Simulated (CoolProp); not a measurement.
Values from CoolProp's reference Helmholtz-energy equation of state, Guder 2009.

Q: Give the vapour pressure (MPa), liquid cp (kJ/(kg K)), surface tension (mN/m) of saturated sulfur hexafluoride at 8.75 °C.

A: 
```json
[
 {"T (°C)": "8.75", "p (MPa)": "1.58", "liquid cp (kJ/(kg K))": "1.10", "surface tension (mN/m)": "3.44"}
]
```

Surface tension comes from a separate correlation (Mulero 2012).
